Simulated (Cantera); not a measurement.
A perfectly stirred reactor is fed with H2 : O2 : N2 = 1 : 0.455 : 1.71 (molar parts), at 1.10 bar; it is adiabatic with a 600 K inlet, and is followed from long to short residence time, starting on the burning branch (τ in s: 0.094, 0.035, 0.013, 0.0048, 0.0018, 0.00066, 0.00024, 9.1e-05, 3.4e-05).

Cantera simulation using the H2/O2 subset of GRI-Mech 3.0, which has no nitrogen chemistry; the numbers are that mechanism's predictions, not measurements.

Task: What does this change do: N2 1.71 to 1.4 parts?

Result: 
```tsv
quantity	before	after
blow-out, bracketed by the residence times tried	burning at 34.0 µs, the shortest tried	burning at 34.0 µs, the shortest tried
x(H2) at τ = 94.0 ms	0.0422	0.0534
x(O2) at τ = 94.0 ms	0.00318	0.00573
x(H) at τ = 94.0 ms	0.00645	0.0109
x(OH) at τ = 94.0 ms	0.0105	0.0170
x(O) at τ = 94.0 ms	0.00104	0.00221
x(H2) at τ = 1.80 ms	0.0494	0.0582
x(O2) at τ = 1.80 ms	0.00674	0.00817
x(H) at τ = 1.80 ms	0.0129	0.0155
x(OH) at τ = 1.80 ms	0.0147	0.0196
x(O) at τ = 1.80 ms	0.00257	0.00342
```

Task: What does this change do: pressure from 1.10 bar to 5.50 bar?

Result: 
```csv
quantity,before,after
"blow-out, bracketed by the residence times tried","burning at 34.0 µs, the shortest tried","burning at 34.0 µs, the shortest tried"
x(H2) at τ = 94.0 ms,0.0422,0.0380
x(O2) at τ = 94.0 ms,0.00318,0.00144
x(H) at τ = 94.0 ms,0.00645,0.00350
x(OH) at τ = 94.0 ms,0.0105,0.00701
x(O) at τ = 94.0 ms,0.00104,0.000416
x(H2) at τ = 1.80 ms,0.0494,0.0394
x(O2) at τ = 1.80 ms,0.00674,0.00205
x(H) at τ = 1.80 ms,0.0129,0.00427
x(OH) at τ = 1.80 ms,0.0147,0.00801
x(O) at τ = 1.80 ms,0.00257,0.000563
```
The hydrogen kinetics of GRI-Mech 3.0 are dated; newer H2 mechanisms differ, most at raised pressure.
